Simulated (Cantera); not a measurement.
Source: NASA polynomial tables (part measured, part estimated), evaluated in Cantera. Values are per mole of reaction as written; species without (g) are pure solids or liquids, kept so even where they would boil at 1 bar. TaC: taken at fixed stoichiometry.

Task: Between 500 and 1400 K, where is each reaction favourable under standard conditions?
- 5 C2H5OH(g) + 6 CH3(g) + 2 TaC ⇌ 6 C3H8(g) + Ta2O5

Result: 
- 5 C2H5OH(g) + 6 CH3(g) + 2 TaC ⇌ 6 C3H8(g) + Ta2O5: ΔG° is -1647 kJ at 500 K and -851 kJ at 1400 K; it stays negative (K > 1). ΔH° is -2054 kJ and ΔS° -859 J/K at 1400 K.
